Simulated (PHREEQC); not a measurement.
Solution (89 °C): 180 mmol/kgw CaCl2 and 0.29 mmol/kgw Na2HPO4. Closed to the air; pH follows from the charge balance.

The numbers come from PHREEQC with the ion-association model, wateq4f.dat.

No solid was allowed to form.

Q: What pH, activity of water does the model give?

A: pH 7.00; activity of water 0.991.

Q: In which forms is P present?

A: CaHPO4 73 %, HPO4-2 8.6 %, CaPO4- 8.0 %, CaH2PO4+ 7.3 %, H2PO4- 2.7 % of the P.

Saturation is exceeded, for instance for Hydroxyapatite; the values hold only as long as no solid forms. Species that the database lacks are ignored. H3PO4, which wateq4f.dat lacks, is added to it with the constant of phreeqc.dat. At this temperature some constants are extrapolated from 25 °C, and those without enthalpy data are left unchanged.
